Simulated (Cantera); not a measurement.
Mixture: CH₄ : O₂ : N₂ : CO₂ = 1 : 1.54 : 10.5 : 0.5 (molar parts), equivalence ratio 1.3, at 460000 Pa, adiabatic and at constant volume. Ignition delay is the time to a rise of 400 K.

Computed with Cantera and GRI-Mech 3.0 (53 species, 325 reactions).

Question: What does this change do: 0.93 parts H2 added?

Answer: 
```json
[
 {"quantity": "delay at 1125 K", "before": "60.5 ms", "after": "1.35 ms"},
 {"quantity": "delay at 1175 K", "before": "31.0 ms", "after": "0.807 ms"},
 {"quantity": "delay at 1225 K", "before": "16.3 ms", "after": "0.531 ms"},
 {"quantity": "delay at 1275 K", "before": "8.85 ms", "after": "0.365 ms"},
 {"quantity": "delay at 1325 K", "before": "4.90 ms", "after": "0.256 ms"},
 {"quantity": "delay at 1375 K", "before": "2.76 ms", "after": "0.182 ms"},
 {"quantity": "delay at 1425 K", "before": "1.59 ms", "after": "0.131 ms"},
 {"quantity": "apparent activation energy between 1325 and 1425 K", "before": "180 kJ/mol", "after": "110 kJ/mol"}
]
```

Question: What does this change do: 0.096 parts H2 added?

Answer: 
```csv
quantity,before,after
delay at 1125 K,60.5 ms,15.2 ms
delay at 1175 K,31.0 ms,9.81 ms
delay at 1225 K,16.3 ms,6.24 ms
delay at 1275 K,8.85 ms,3.92 ms
delay at 1325 K,4.90 ms,2.44 ms
delay at 1375 K,2.76 ms,1.51 ms
delay at 1425 K,1.59 ms,0.936 ms
apparent activation energy between 1325 and 1425 K,180 kJ/mol,150 kJ/mol
```

Question: What does this change do: N2 10.5 to 22 parts?

Answer: 
```json
[
 {"quantity": "delay at 1125 K", "before": "60.5 ms", "after": "0.129 s"},
 {"quantity": "delay at 1175 K", "before": "31.0 ms", "after": "67.8 ms"},
 {"quantity": "delay at 1225 K", "before": "16.3 ms", "after": "36.5 ms"},
 {"quantity": "delay at 1275 K", "before": "8.85 ms", "after": "20.0 ms"},
 {"quantity": "delay at 1325 K", "before": "4.90 ms", "after": "11.1 ms"},
 {"quantity": "delay at 1375 K", "before": "2.76 ms", "after": "6.23 ms"},
 {"quantity": "delay at 1425 K", "before": "1.59 ms", "after": "3.51 ms"},
 {"quantity": "apparent activation energy between 1325 and 1425 K", "before": "180 kJ/mol", "after": "180 kJ/mol"}
]
```
